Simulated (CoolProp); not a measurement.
CF4 (R14) at 293.15 K and 3.36 MPa flows at 3.8 m/s in a round tube of 12.7 mm bore and 1.5 µm roughness, fully developed (64/Re and Nu = 3.66 if laminar; Colebrook and Gnielinski if turbulent). Each further row changes one setting.

The numbers come from the reference Helmholtz-energy equation of state, Platzer 1990 in CoolProp. This equation is an older, rougher fit.

```tsv
case	Reynolds number	Darcy friction factor	pressure drop (Pa/m)	heat-transfer coefficient (W/(m² K))	mass flow (kg/h)
as stated	347000	0.0153	1210	842	242
velocity 7.6 m/s	694000	0.0141	4490	1560	484
diameter 25.4 mm	694000	0.0134	531	734	969
```

Viscosity comes from a separate model (Huber 2003), an estimate that may be off by 10 % or more. Thermal conductivity comes from a separate model (Huber 2003), an estimate that may be off by 10 % or more.
